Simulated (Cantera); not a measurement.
## N2O furnace oxynitridation

An isothermal, constant-pressure homogeneous reactor starts with 99.4 % N₂O, 0.616 % H₂O, at 1150 K and 0.210 bar.

Model: GRI-Mech 3.0 (53 species, 325 reactions), integrated in Cantera. GRI-Mech 3.0 was tuned for natural gas; its chemistry of N2O as a main component is partial and can be far from experiment. The mechanism lacks the step 2 NO + O2 → 2 NO2, which can matter for NO2 below about 1400 K. The temperature is held fixed by assumption; the heat of reaction is taken as removed at once.

| t (s) | x N₂O | x H₂O | x OH | x NO₂ | x O |
|---|---|---|---|---|---|
| 0.000900 | 0.994 | 0.00616 | 1.83e-7 | 1.96e-10 | 8.21e-7 |
| 0.00222 | 0.994 | 0.00616 | 3.63e-7 | 5.73e-9 | 8.21e-7 |
| 0.00546 | 0.993 | 0.00616 | 6.28e-7 | 1.38e-7 | 8.20e-7 |
| 0.0134 | 0.993 | 0.00616 | 1.25e-6 | 1.93e-6 | 8.19e-7 |
| 0.0331 | 0.991 | 0.00616 | 2.06e-6 | 1.26e-5 | 8.16e-7 |
| 0.0815 | 0.988 | 0.00615 | 2.69e-6 | 4.58e-5 | 8.08e-7 |
| 0.201 | 0.979 | 0.00613 | 3.33e-6 | 0.000115 | 7.90e-7 |
| 0.495 | 0.958 | 0.00609 | 3.94e-6 | 0.000197 | 7.69e-7 |
| 1.22 | 0.910 | 0.00599 | 4.42e-6 | 0.000245 | 7.53e-7 |
| 3.00 | 0.804 | 0.00577 | 4.63e-6 | 0.000252 | 7.39e-7 |
x: mole fraction; the columns are a selection and need not sum to one.

Equilibrium at this temperature and pressure: N₂O 4.64e-9, H₂O 0.00412, OH 4.97e-7, NO₂ 1.90e-6, O 1.05e-8 (gas phase only).
